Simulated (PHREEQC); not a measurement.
Make-up at 20 °C: 0.0014 mol/kgw CuSO4 and 8e-05 mol/kgw NaCl. Closed to the air; pH follows from the charge balance.

Computed with PHREEQC (ion-association model, wateq4f.dat).

Precipitation was switched off in this run.

Question: Estimate the pH.

Answer: pH 5.30.

Question: In which forms is Cu present?

Answer: Cu+2 88 %, CuSO4 12 % of the Cu.

The solution is supersaturated, for example in Brochantite, Antlerite, so a real one may precipitate; this is no full list.
